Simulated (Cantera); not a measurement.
Cantera run:

```python
import numpy as np
import cantera as ct

gas_names = """
    CL CL2 H HCL H2 N NH NH2 NH3 N2 N2H2 N2H4 Si SiCL SiCL2 SiCL3 SiCL4 SiH SiHCL3 SiH2 SiH2CL2 SiH3
    SiH3CL SiH4 SiN Si2 Si2N Si3
""".split()
cond_names = """
    NH4CL(a) NH4CL(b) Si(cr) Si(L) Si3N4(a)
""".split()


# ... load() reads the species with a 1 bar reference pressure and builds the phases ...
atoms = {
    'SiHCl3': {'Si': 1, 'H': 1, 'CL': 3},
    'NH3': {'N': 1, 'H': 3},
    'H2': {'H': 2},
}
top_T = {'Si3N4(a)': 2400}  # K; cautious upper limits of use, not melting points


# ... equilibrate(T, P, feed) seeds the gas with the atoms and calls Mixture.equilibrate('TP', solver="vcs", rtol=1e-11, max_steps=5000) ...
results = []
T = 1823  # K
P = 76  # Pa
for m in [3.5, 4.3, 5.4, 6.7, 8.3, 10, 13, 16, 20, 24, 30, 37, 46]:
    feed = {'SiHCl3': 1, 'NH3': m, 'H2': 93}  # mol
    mix = equilibrate(T, P, feed)
    results.append((T, P, feed, dict(zip(mix.species_names, mix.species_moles))))
    x = sorted(zip(gas.X, gas.species_names), reverse=True)
    print(f"T = {T:g} K  P = {P:g} Pa  n(NH3) = {m:g} mol  gas = {mix.phase_moles(0):.4g} mol")
    print("   x: " + "  ".join(f"{s} {v:.3e}" for v, s in x if v > 0.001))
    print("   condensed (mol): " + ("  ".join(f"{mix.phase(i).name} {mix.phase_moles(i):.4g}"
          for i in range(1, mix.n_phases) if mix.phase_moles(i) > 1e-12) or "none"))
```

It prints:

```
T = 1823 K  P = 76 Pa  n(NH3) = 3.5 mol  gas = 103.4 mol
   x: H2 9.347e-01  HCL 2.453e-02  N2 1.691e-02  H 1.519e-02  Si 5.816e-03  SiCL2 1.929e-03
   condensed (mol): Si(L) 0.1322
T = 1823 K  P = 76 Pa  n(NH3) = 4.3 mol  gas = 105.1 mol
   x: H2 9.316e-01  HCL 2.419e-02  N2 2.045e-02  H 1.517e-02  Si 5.816e-03  SiCL2 1.881e-03
   condensed (mol): Si(L) 0.1237
T = 1823 K  P = 76 Pa  n(NH3) = 5.4 mol  gas = 107.3 mol
   x: H2 9.275e-01  N2 2.515e-02  HCL 2.373e-02  H 1.514e-02  Si 5.816e-03  SiCL2 1.819e-03
   condensed (mol): Si(L) 0.112
T = 1823 K  P = 76 Pa  n(NH3) = 6.7 mol  gas = 109.9 mol
   x: H2 9.228e-01  N2 3.046e-02  HCL 2.321e-02  H 1.510e-02  Si 5.816e-03  SiCL2 1.749e-03
   condensed (mol): Si(L) 0.09805
T = 1823 K  P = 76 Pa  n(NH3) = 8.3 mol  gas = 113.2 mol
   x: H2 9.174e-01  N2 3.666e-02  HCL 2.260e-02  H 1.505e-02  Si 5.816e-03  SiCL2 1.668e-03
   condensed (mol): Si(L) 0.08088
T = 1823 K  P = 76 Pa  n(NH3) = 10 mol  gas = 116.6 mol
   x: H2 9.119e-01  N2 4.286e-02  HCL 2.199e-02  H 1.501e-02  Si 5.816e-03  SiCL2 1.589e-03
   condensed (mol): Si(L) 0.06256
T = 1823 K  P = 76 Pa  n(NH3) = 13 mol  gas = 122.7 mol
   x: H2 9.030e-01  N2 5.296e-02  HCL 2.100e-02  H 1.493e-02  Si 5.816e-03  SiCL2 1.462e-03
   condensed (mol): Si(L) 0.03
T = 1823 K  P = 76 Pa  n(NH3) = 16 mol  gas = 128.8 mol
   x: H2 8.950e-01  N2 6.211e-02  HCL 2.009e-02  H 1.487e-02  Si 5.800e-03  SiCL2 1.347e-03
   condensed (mol): none
T = 1823 K  P = 76 Pa  n(NH3) = 20 mol  gas = 136.8 mol
   x: H2 8.856e-01  N2 7.307e-02  HCL 1.909e-02  H 1.479e-02  Si 5.553e-03  SiCL2 1.177e-03
   condensed (mol): none
T = 1823 K  P = 76 Pa  n(NH3) = 24 mol  gas = 144.9 mol
   x: H2 8.772e-01  N2 8.280e-02  HCL 1.819e-02  H 1.472e-02  Si 5.325e-03  SiCL2 1.034e-03
   condensed (mol): none
T = 1823 K  P = 76 Pa  n(NH3) = 30 mol  gas = 157 mol
   x: H2 8.663e-01  N2 9.553e-02  HCL 1.698e-02  H 1.463e-02  Si 5.017e-03
   condensed (mol): none
T = 1823 K  P = 76 Pa  n(NH3) = 37 mol  gas = 171.1 mol
   x: H2 8.556e-01  N2 1.081e-01  HCL 1.576e-02  H 1.454e-02  Si 4.698e-03
   condensed (mol): none
T = 1823 K  P = 76 Pa  n(NH3) = 46 mol  gas = 189.2 mol
   x: H2 8.442e-01  N2 1.215e-01  H 1.444e-02  HCL 1.442e-02  Si 4.341e-03
   condensed (mol): none
```

These are equilibrium values from Cantera (NASA tables, ideal gas, pure condensed phases), not measurements of a reactor. The tables' values for SiCl, SiN are old estimates; treat these amounts as uncertain. Gases not in the tables: Si2H6 and higher silanes.
